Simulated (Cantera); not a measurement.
Input: 1 mol Si₃N₄, 1 mol CO₂, 3.7 mol H₂, 0.057 mol H₂O, equilibrated at 1 atm.

Equilibrium computed with Cantera from the NASA thermochemical tables; the gas is ideal and each condensed phase is pure. Candidate condensed phases: C, C₆H₆, C₇H₈, C₈H₁₈, H₂O, Si, SiC, SiO₂, Si₂N₂O, Si₃N₄; 151 gas species. Mutual solubility and eutectic melting of coexisting phases are not modelled. Kinetics and transport are ignored.

**Question.** At 1125 K, list the 4 most abundant gas species with their mole fractions, and the condensed phases.

**Answer.** H₂ 0.822, N₂ 0.156, CH₄ 0.0197, CO 0.00217. Condensed: C(graphite) + SiO₂(β-quartz) + Si₂N₂O(s).
